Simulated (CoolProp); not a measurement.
n-perfluorohexane at 355.73 K and 4.32 MPa is throttled through a valve to 0.107 MPa with no heat exchange. Each further row changes one setting.

Computed with CoolProp (reference Helmholtz-energy equation of state, Gao 2022).

```json
[
 {"case": "as stated", "temperature change (K)": "-23.8", "final phase": "two-phase, vapour fraction 0.325", "final density (kg/m³)": "42.4"},
 {"case": "outlet pressure 0.0321 MPa", "temperature change (K)": "-55.6", "final phase": "two-phase, vapour fraction 0.663", "final density (kg/m³)": "6.72"},
 {"case": "outlet pressure 0.139 MPa", "temperature change (K)": "-15.8", "final phase": "two-phase, vapour fraction 0.225", "final density (kg/m³)": "77.1"}
]
```
